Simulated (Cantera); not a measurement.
An isothermal, constant-pressure homogeneous reactor starts with NH3 : H2 = 1 : 0.025 (molar parts), at 2225 K and 0.270 bar.

Computed with Cantera and the gas-phase N/H chemistry of the illustrative SiF4/NH3 mechanism in the Surface Chemkin manual (1991). Walls and surfaces, which speed up NH3 decomposition in real reactors, are not modelled.

One state of this run: x NH3 = 0.638; x H2 = 0.274; x N = 3.07e-6; x NH2 = 0.00255; x N2H2 = 1.25e-5; x H = 0.000357. x: mole fraction; the columns are a selection and need not sum to one.

Task: Which value of t (s) does it belong to?
A) 0.509
B) 0.0175
C) 0.260
D) 0.00454

Result: D, 0.00454
